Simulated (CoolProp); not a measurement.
Ethylene along the isotherm 267.2 K: Z from the reference equation and from simpler models built on Tc = 282.4 K, pc = 5042 kPa, ω = 0.087; each cubic takes its own stable root.

Computed with CoolProp (reference Helmholtz-energy equation of state, Smukala 2000).

```
p (kPa)   phase  reference  van der Waals  Peng-Robinson
-------  ------  ---------  -------------  -------------
5040     liquid     0.1646         0.2455         0.1668
10100    liquid     0.3040         0.4257         0.2941
15100    liquid     0.4344         0.5976         0.4117
20200    liquid     0.5623         0.7667         0.5261
25200    liquid     0.6838         0.9280         0.6345
30300    liquid     0.8047          1.089         0.7420
35300    liquid     0.9207          1.244         0.8452
40300    liquid      1.035          1.397         0.9465
45400    liquid      1.149          1.551          1.048
50400    liquid      1.259          1.701          1.147
```
